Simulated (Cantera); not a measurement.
A closed system holds: 1 mol borazine, 4.2 mol NH3, 5.2 mol H2, equilibrated at 0.315 Torr.

Cantera equilibrium calculation (NASA polynomials, part measured and part estimated; ideal gas, pure solids and liquids). Candidate condensed phases: B, BN; 15 gas species. The feed counts by its element totals alone. Equilibrium is a limit: real reactors are often held back by kinetics, nucleation or transport. All values below are at 1698 K.

Base state: H2 0.867, N2 0.126, H 0.00657 (mole fractions); condensed: BN(s).

Q: What changes in the equilibrium state with this change: 0.15 mol H2O added?

A: 
```tsv
species	before	after
H2	0.867	0.857
N2	0.126	0.128
HBO	0	0.00714
BO	0	0.00109
B2O2	0	0.000277
HBO2	0	1.72e-5
BN(s), mol	3.00	2.85
```
Further candidate phases: B2O3, B3O3H3, H2O.
